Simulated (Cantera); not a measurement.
## Thermodynamics of iron carbonyl, mercury and lead vapours, feed Pb + N2

Input: 1 mol Pb, 4.1 mol N2, at 3200 Pa.

These are equilibrium values from Cantera (NASA tables, ideal gas, pure condensed phases), not measurements of a reactor. Candidate condensed phases: Pb; 4 gas species. Equilibrium is a limit: real reactors are often held back by kinetics, nucleation or transport.

```tsv
T (K)	x N2	x Pb	x Pb2	n Pb(l)
650	1.00	2.92e-9	<1e-12	1.00
800	1.000	1.92e-6	<1e-12	1.000
950	1.000	0.000157	2.25e-10	0.999
1100	0.996	0.00379	4.61e-8	0.984
1250	0.958	0.0418	2.54e-6	0.821
1400	0.804	0.196	2.98e-5	0
1550	0.804	0.196	1.79e-5	0
```
x: gas mole fraction; n: condensed amount in mol.

From 650 K to 1250 K the condensed part is Pb(l). From 1400 K to 1550 K nothing is condensed.
